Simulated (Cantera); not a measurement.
A closed system holds: 1 mol FeS₂, 1.6 mol H₂, 30 mol N₂, at 1898.15 K and 13300 Pa.

Equilibrium computed with Cantera from the NASA thermochemical tables; the gas is ideal and each condensed phase is pure. Candidate condensed phases: Fe, FeS, FeS₂, S; 16 gas species. FeS: taken at fixed stoichiometry. Kinetics and transport are ignored.

Base state: N₂ 0.934, H₂ 0.0472, S₂ 0.0141, H₂S 0.00162, SH 0.00145, Fe 0.000631, S 0.000512, H 0.000466 (mole fractions); condensed: FeS(l).

Q: What changes in the equilibrium state with this change: N₂ from 30 to 9.3 mol?

A: 
| species | before | after |
|---|---|---|
| N₂ | 0.934 | 0.818 |
| H₂ | 0.0472 | 0.131 |
| S₂ | 0.0141 | 0.0381 |
| Fe | 0.000631 | 0.000384 |
| H₂S | 0.00162 | 0.00738 |
| SH | 0.00145 | 0.00398 |
| H | 0.000466 | 0.000775 |
| S | 0.000512 | 0.000842 |
| FeS(l), mol | 0.980 | 0.996 |
